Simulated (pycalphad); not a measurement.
An equivalent pycalphad script:

```python
from pycalphad import Database, equilibrium, calculate, variables as v
import numpy as np
db = Database('COST507.tdb')
comps = ['TI', 'HF', 'B', 'VA']
phases = ['B2M', 'B2TI', 'B4M3', 'B4TI3', 'BCC_A2', 'BETA_RHOMBO_B', 'BM', 'BTI', 'HCP_A3', 'LIQUID']
eq = equilibrium(db, comps, phases, {v.X('HF'): 0.0145, v.X('B'): 0.0099, v.T: np.arange(2850, 499, -50), v.P: 101325, v.N: 1}, output=['HM', 'SM'])
```

CALPHAD calculation (pycalphad, COST 507 light-alloy database (1999)), 1 atm. The data set is of 1999 and partly superseded. Amounts are mole fractions of atoms. Diffusion is slow at the low end, where real alloys seldom reach equilibrium.

Results at three of the temperatures:

```
T = 2650.00 K, P = 101325 Pa, N = 1 mol of atoms
G = -198980 J/mol, H = 101704 J/mol, S = 113.47 J/(mol K)  (SER reference)
chemical potentials (J/mol): Ti -195718, Hf -334758, B -321566
phase             fraction      x(Ti)      x(Hf)       x(B)
LIQUID              1.0000     0.9756     0.0145     0.0099
```

```
T = 2400.00 K, P = 101325 Pa, N = 1 mol of atoms
G = -171176 J/mol, H = 90176 J/mol, S = 108.90 J/(mol K)  (SER reference)
chemical potentials (J/mol): Ti -168119, Hf -293701, B -292901
phase             fraction      x(Ti)      x(Hf)       x(B)
LIQUID              1.0000     0.9756     0.0145     0.0099
```

```
T = 1250.00 K, P = 101325 Pa, N = 1 mol of atoms
G = -64704 J/mol, H = 31177 J/mol, S = 76.70 J/(mol K)  (SER reference)
chemical potentials (J/mol): Ti -62608, Hf -124051, B -184290
phase             fraction      x(Ti)      x(Hf)       x(B)
BCC_A2              0.9829     0.9839     0.0147     0.0014
BM                  0.0171     0.4991   0.000895     0.5000
```

Changes of the phase set, refined by bisection:

```tsv
T (°C)	phases above	phases below
1643.6	liquid	bcc + liquid
1541.0	bcc + liquid	bcc + BM
872.4	bcc + BM	bcc + BM + hcp
868.9	bcc + BM + hcp	BM + hcp
```

Database names, with the compositions (at.%) that they take in these runs: BM: Ti 50 B 50. BCC_A2 is bcc.
